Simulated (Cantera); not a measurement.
An isothermal, constant-pressure homogeneous reactor starts with C₂H₆ : H₂ = 1 : 53 (molar parts), at 1525 K and 0.890 bar.

Computed with Cantera and GRI-Mech 3.0 (53 species, 325 reactions). GRI-Mech 3.0 stops at C3 and has no aromatics, soot or wall deposition, so with more carbon than oxygen in the feed, carbon stays in small species such as C2H2 where larger ones or solid carbon would form.

One state of this run: x C₂H₆ = 6.23e-6; x H₂ = 0.974; x C₂H₂ = 0.00871; x CH₄ = 0.0156; x CH₃ = 9.86e-6. x: mole fraction; the columns are a selection and need not sum to one.

Problem. Which value of t (s) does it belong to?
A. 0.395
B. 0.889
C. 0.00135
D. 0.0346

Solution. D, 0.0346
